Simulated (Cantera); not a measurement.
Input (Python, Cantera):

```python
import numpy as np
import cantera as ct

gas = ct.Solution("gri30.yaml")
gas.TPX = 1148, 100000, {'CO': 1, 'H2': 0.77, 'O2': 1.4, 'N2': 8.01}
reactor = ct.IdealGasConstPressureReactor(gas, energy="on", clone=False)
net = ct.ReactorNet([reactor])
net.rtol, net.atol = 1e-08, 1e-16
show = ['CO', 'H2', 'O2', 'N2O', 'NO2', 'NO', 'H2O2']
times = np.geomspace(6e-06, 7, 11)

steps = ct.SolutionArray(gas, extra=["t"])
rows = []
print(f"{'t/s':>10s}{'T/K':>9s}{'P/Pa':>11s}" + "".join(f"{s:>11s}" for s in show))
for t in times:
    while net.time < t:
        t_next = net.step()
        steps.append(gas.state, t=t_next)
    rows.append([np.interp(t, steps.t, y) for y in (steps.T, steps.P, *steps(*show).X.T)])
    print(f"{t:10.3e}{rows[-1][0]:9.1f}{rows[-1][1]:11.4g}" + "".join(f"{x:11.3e}" for x in rows[-1][2:]))
rate = np.gradient(steps.T, steps.t)
print("integrator steps:", len(steps.t))
if steps.T.max() > steps.T[0] + 200:
    print(f"time of steepest temperature rise: {steps.t[rate.argmax()]:.4e} s")
gas.TPX = 1148, 100000, {'CO': 1, 'H2': 0.77, 'O2': 1.4, 'N2': 8.01}
gas.equilibrate("HP")
print(f"equilibrium (HP): T = {gas.T:.1f} K  " + "  ".join(f"{s} {gas[s].X[0]:.3e}" for s in show))
```

Result:

```
       t/s      T/K       P/Pa         CO         H2         O2        N2O        NO2         NO       H2O2
 6.000e-06   1148.0      1e+05  8.945e-02  6.887e-02  1.252e-01  1.054e-15  1.571e-27  2.441e-20  1.171e-12
 2.426e-05   1148.0      1e+05  8.945e-02  6.887e-02  1.252e-01  5.121e-14  1.180e-23  5.420e-18  5.486e-11
 9.807e-05   1199.6      1e+05  8.719e-02  5.111e-02  1.154e-01  5.654e-09  1.942e-11  5.876e-08  2.277e-06
 3.965e-04   2075.6      1e+05  1.908e-02  3.123e-03  5.586e-02  3.032e-07  1.766e-08  5.746e-05  1.246e-07
 1.603e-03   2251.3      1e+05  6.392e-03  8.964e-04  5.140e-02  4.014e-07  8.790e-08  1.679e-04  6.395e-08
 6.481e-03   2277.0      1e+05  4.167e-03  5.849e-04  5.053e-02  3.650e-07  2.498e-07  4.438e-04  6.732e-08
 2.620e-02   2275.3      1e+05  4.138e-03  5.814e-04  5.004e-02  3.643e-07  8.014e-07  1.427e-03  6.672e-08
 1.059e-01   2270.2      1e+05  4.064e-03  5.728e-04  4.866e-02  3.681e-07  2.351e-06  4.217e-03  6.500e-08
 4.283e-01   2265.6      1e+05  3.999e-03  5.652e-04  4.739e-02  3.774e-07  3.738e-06  6.754e-03  6.344e-08
 1.731e+00   2265.4      1e+05  3.996e-03  5.648e-04  4.733e-02  3.780e-07  3.805e-06  6.877e-03  6.336e-08
 7.000e+00   2265.4      1e+05  3.996e-03  5.648e-04  4.733e-02  3.780e-07  3.805e-06  6.877e-03  6.336e-08
integrator steps: 1521
time of steepest temperature rise: 1.0909e-04 s
equilibrium (HP): T = 2265.4 K  CO 3.996e-03  H2 5.648e-04  O2 4.733e-02  N2O 3.780e-07  NO2 3.805e-06  NO 6.877e-03  H2O2 6.336e-08
```

Computed with Cantera and GRI-Mech 3.0 (53 species, 325 reactions).
